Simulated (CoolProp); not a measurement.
Computed with CoolProp (reference Helmholtz-energy equation of state, Aleksandrov 2011). It is a short technical equation, of lower accuracy than the large ones.

Q: For n-undecane, give the phase and the density (kg/m³), isothermal compressibility (1/MPa) at 104.45 °C and 1.14 MPa; 224.05 °C and 1.14 MPa; 241.15 °C and 1.14 MPa.

A: 
- 104.45 °C and 1.14 MPa: liquid; density 677, isothermal compressibility 0.00184
- 224.05 °C and 1.14 MPa: liquid; density 576, isothermal compressibility 0.00571
- 241.15 °C and 1.14 MPa: liquid; density 559, isothermal compressibility 0.00711
